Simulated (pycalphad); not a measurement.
All values are pycalphad results on the COST 507 light-alloy database (1999) (1 atm), not direct measurements. These are 1990s assessments: newer ones move some temperatures and phases. The system is extrapolated from its subsystems; higher-order compounds may be missing.

Molar enthalpy of Al-1.82Si-2.001Cu (wt.%) in equilibrium (SER reference):

```tsv
T (°C)	H (kJ/mol)	phases
1577	57.94	liquid
1477	54.78	liquid
1377	51.63	liquid
1277	48.47	liquid
1177	45.31	liquid
1077	42.15	liquid
977	38.99	liquid
877	35.84	liquid
777	32.68	liquid
727	31.10	liquid
677	29.53	liquid
577	16.92	fcc + liquid
527	14.15	fcc + diamond (Si)
477	12.45	fcc + diamond (Si)
377	9.19	fcc + diamond (Si) + ALCU_THETA
277	6.20	fcc + ALCU_THETA + diamond (Si)
```

Cooling from 677 °C to 527 °C, across the freezing range, releases 15.4 kJ/mol, or 563 J/g. The slope is 32 J/(mol K) in the liquid and 34 J/(mol K) just below the solidus, where it includes any heat of precipitation. Liquidus 644 °C, solidus 546 °C. Changes were sought between steps of 50 K, so a narrower field can be missed.

Database names, with the compositions (at.%) that they take in these runs: ALCU_THETA: Al 67 Cu 33.
